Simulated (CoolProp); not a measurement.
Vapour pressure (kPa) of carbon monoxide: the reference equation beside estimates from Tc = 132.9 K, pc = 3498 kPa, ω = 0.050. Clausius-Clapeyron is anchored at 93.8 K with a constant enthalpy of vaporisation of 5.486 kJ/mol.

The numbers come from the reference Helmholtz-energy equation of state, Lemmon 2006 in CoolProp. It is a short technical equation, of lower accuracy than the large ones.

| T (K) | reference | Lee-Kesler | Clausius-Clapeyron | Soave-Redlich-Kwong | Peng-Robinson |
|---|---|---|---|---|---|
| 93.8 | 333.5 | 334.0 | 333.5 | 334.0 | 334.8 |
| 96.4 | 412.9 | 413.4 | 403.2 | 414.1 | 414.0 |
| 99.1 | 509.0 | 509.5 | 485.8 | 511.4 | 510.0 |
| 101.7 | 616.0 | 616.5 | 576.0 | 619.8 | 617.0 |
| 104.3 | 738.4 | 738.6 | 677.1 | 744.0 | 739.6 |
| 106.9 | 877.4 | 877.2 | 789.7 | 885.2 | 879.1 |
| 109.5 | 1034 | 1033 | 914.4 | 1045 | 1037 |
| 112.2 | 1217 | 1216 | 1057 | 1231 | 1221 |
| 114.8 | 1415 | 1412 | 1208 | 1431 | 1420 |
| 117.4 | 1634 | 1631 | 1372 | 1653 | 1641 |
| 120 | 1877 | 1873 | 1549 | 1899 | 1886 |
| 122.6 | 2144 | 2141 | 1741 | 2169 | 2156 |
| 125.2 | 2439 | 2437 | 1947 | 2465 | 2453 |
| 127.9 | 2777 | 2776 | 2176 | 2801 | 2791 |

Absolute difference from the reference over all 14 rows, mean and median: Lee-Kesler 0.1 and 0.1 %, Clausius-Clapeyron 11.8 and 12.4 %, Soave-Redlich-Kwong 0.9 and 1.0 %, Peng-Robinson 0.3 and 0.3 %.
